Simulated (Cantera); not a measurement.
A Cantera script and what it prints.

```python
import numpy as np
import cantera as ct

gas_names = """
    F FO FO2 F2 F2O H HF HOF HO2 H2 H2F2 H2O H2O2 H3F3 H4F4 H5F5 H6F6 H7F7 Mg MgF MgF2 MgH MgO MgOH
    MgO2H2 Mg2 Mg2F4 O OH O2 O3
""".split()
cond_names = """
    H2O(s) H2O(L) Mg(cr) Mg(L) MgF2(s) MgF2(L) MgO(s) MgO(L) MgO2H2(s)
""".split()


# ... load() reads the species with a 1 bar reference pressure and builds the phases ...
atoms = {
    'MgO': {'Mg': 1, 'O': 1},
    'HF': {'H': 1, 'F': 1},
    'O2': {'O': 2},
}
top_T = {}  # K; cautious upper limits of use, not melting points


# ... equilibrate(T, P, feed) seeds the gas with the atoms and calls Mixture.equilibrate('TP', solver="gibbs", rtol=1e-10, max_steps=50000) ...
results = []
T = 1625  # K
P = 13332.2  # Pa
for m in [1.6, 2.1, 2.6, 3.1, 3.5, 4, 4.5, 5, 5.5, 5.9, 6.4, 6.9]:
    feed = {'MgO': 1, 'HF': m, 'O2': 2.8}  # mol
    mix = equilibrate(T, P, feed)
    results.append((T, P, feed, dict(zip(mix.species_names, mix.species_moles))))

top = {s: max(r[3][s] / sum(r[3][g] for g in gas_names) for r in results) for s in gas_names}
cols = sorted((s for s in top if top[s] > 0.001), key=lambda s: -top[s])[:9]
seen = [c for c in cond_names if any(r[3].get(c, 0) > 1e-12 for r in results)]
print("log10 of partial pressures in bar; condensed amounts in mol")
print(f"{'n(HF)':>10s}" + "".join(f"{s[:9]:>10s}" for s in cols + seen))
for T, P, feed, n in results:
    ng = sum(n[g] for g in gas_names)
    print(f"{feed['HF']:10.4g}" + "".join(f"{np.log10(max(n[s] / ng * P / 1e5, 1e-99)):10.3f}" for s in cols)
          + "".join(f"{n.get(c, 0):10.4g}" for c in seen))
```

It prints:

```
log10 of partial pressures in bar; condensed amounts in mol
     n(HF)        O2        HF       H2O      MgF2   MgF2(L)    MgO(s)
       1.6    -1.051    -1.431    -2.164    -3.379    0.2033    0.7835
       2.1    -1.091    -1.370    -2.042    -3.379    0.2996     0.686
       2.6    -1.127    -1.327    -1.956    -3.379    0.4007    0.5836
       3.1    -1.160    -1.294    -1.890    -3.379    0.5052    0.4779
       3.5    -1.185    -1.273    -1.848    -3.379    0.5905    0.3916
         4    -1.214    -1.252    -1.805    -3.379    0.6988    0.2821
       4.5    -1.240    -1.234    -1.770    -3.379    0.8086    0.1711
         5    -1.266    -1.219    -1.740    -3.379    0.9195   0.05891
       5.5    -1.293    -1.196    -1.741    -3.379    0.9771         0
       5.9    -1.316    -1.172    -1.764    -3.379    0.9758         0
       6.4    -1.343    -1.147    -1.791    -3.379    0.9742         0
       6.9    -1.369    -1.126    -1.817    -3.379    0.9727         0
```

Equilibrium computed with Cantera from the NASA thermochemical tables; the gas is ideal and each condensed phase is pure. Mutual solubility and eutectic melting of coexisting phases are not modelled.
